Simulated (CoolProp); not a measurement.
A simple Rankine cycle with chloromethane (R40): condensing at 320.15 K, boiler at 3.97 MPa, turbine inlet 386.4 K, turbine efficiency 0.9, pump efficiency 0.6, no recuperator. Each further row changes one setting.

The numbers come from the reference Helmholtz-energy equation of state, Thol 2014 in CoolProp.

| case | thermal efficiency (%) | net work (kJ/kg) | heat in (kJ/kg) | turbine exit temperature (K) | volume ratio over the turbine |
|---|---|---|---|---|---|
| as stated | 12.2 | 41.9 | 344 | 320.1 | 3.71 |
| turbine inlet 406.4 K | 12.7 | 48.2 | 381 | 320.1 | 3.39 |
| condensing temperature 312.15 K | 13.6 | 48.7 | 357 | 312.2 | 4.50 |
| boiler pressure 2.78 MPa | 9.8 | 37.4 | 380 | 320.1 | 2.39 |
| turbine efficiency 0.8 | 10.6 | 36.6 | 344 | 320.1 | 3.77 |

The expansion ends wet for: as stated; turbine inlet 406.4 K; condensing temperature 312.15 K; boiler pressure 2.78 MPa; turbine efficiency 0.8.
